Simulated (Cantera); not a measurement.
Input: 1 mol Si, 1.8 mol Cl2, 2.9 mol H2, equilibrated at 600 K.

Equilibrium computed with Cantera from the NASA thermochemical tables; the gas is ideal and each condensed phase is pure. Candidate condensed phases: Si; 19 gas species. Equilibrium is a limit: real reactors are often held back by kinetics, nucleation or transport.

### Question
Which condensed phases are stable at each of these points (P (Pa)): 10000, 31000, 98000, 310000, 960000, 3000000?

### Answer
```tsv
P (Pa)	condensed phases	Si condensed (%)
10000	Si(s)	4.6
31000	Si(s)	3.1
98000	Si(s)	1.2
310000	gas only	0.0
960000	gas only	0.0
3000000	gas only	0.0
```

From 0.100 bar to 0.980 bar the condensed part is Si(s). From 3.10 bar to 30.0 bar nothing is condensed.
